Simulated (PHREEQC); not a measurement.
Consider water at 70 °C with 0.0039 mol KOH, 0.00022 mol CO2 and 4.8e-05 mol Na2CO3 per kg of water. Closed to the air; pH follows from the charge balance.

The numbers come from PHREEQC with the Pitzer model, pitzer.dat.

Precipitation was switched off in this run.

### Question
Predict the pH.

### Answer
pH 10.31.

### Question
In which forms is C present?

### Answer
CO3-2 65 %, HCO3- 35 % of the C.

Constants without temperature data keep their 25 °C values here.
